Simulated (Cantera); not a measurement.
A freely propagating, adiabatic, planar premixed flame of 12.0 % CH4, 18.5 % O2, 69.5 % N2, equivalence ratio 1.3, unburnt at 450 K and 10000 Pa; unity-Lewis-number transport, grid criteria slope 0.08 and curve 0.16, no radiation.

Model: GRI-Mech 3.0 (53 species, 325 reactions), integrated in Cantera. Unity Lewis numbers drop preferential diffusion, which matters most where H2 and H carry the flame. Burning velocities carry a grid error of a few per cent, more on coarse grids.

Question: Predict: laminar burning velocity; thermal thickness; peak x(CH2CO); peak x(C2H4); peak x(HCO); peak x(H2).

Answer: 
| Property | Value |
|---|---|
| laminar burning velocity | 55.7 cm/s |
| thermal thickness | 4.22 mm |
| peak x(CH2CO) | 0.000101 |
| peak x(C2H4) | 0.000754 |
| peak x(HCO) | 5.17e-5 |
| peak x(H2) | 0.0500 |
